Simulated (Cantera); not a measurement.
Charge: 1 mol PbO, a varied amount of C, 1.9 mol H2, equilibrated at 1925 °C and 0.133 bar.

Cantera equilibrium calculation (NASA polynomials, part measured and part estimated; ideal gas, pure solids and liquids). Candidate condensed phases: C, C6H6, C7H8, C8H18, H2O, Pb, PbO, PbO2, Pb3O4; 113 gas species. Gases not in the tables: (PbO)n polymers. The numbers say what is thermodynamically allowed, not how fast it happens.

log p: log10 of the partial pressure in bar; n: condensed amount in mol.

```
n(C) (mol)  log p H2  log p Pb  log p CO  log p H2O  log p H  n C(graphite)
----------  --------  --------  --------  ---------  -------  -------------
0.34           -1.29     -1.39     -1.90      -1.59    -2.90              0
0.43           -1.27     -1.40     -1.80      -1.67    -2.89              0
0.53           -1.25     -1.41     -1.71      -1.77    -2.88              0
0.66           -1.23     -1.43     -1.63      -1.93    -2.87              0
0.83           -1.21     -1.45     -1.54      -2.26    -2.86              0
1              -1.19     -1.47     -1.47      -5.77    -2.85              0
1.3            -1.20     -1.47     -1.47      -6.91    -2.85     (withheld)
1.6            -1.20     -1.47     -1.47      -6.91    -2.85     (withheld)
2              -1.20     -1.47     -1.47      -6.91    -2.85     (withheld)
2.5            -1.20     -1.47     -1.47      -6.91    -2.85     (withheld)
3.1            -1.20     -1.47     -1.47      -6.91    -2.85     (withheld)
```

### Question
Some entries are withheld; supply them.

### Answer

- 1.3, n C(graphite): 0.290
- 1.6, n C(graphite): 0.590
- 2, n C(graphite): 0.990
- 2.5, n C(graphite): 1.49
- 3.1, n C(graphite): 2.09
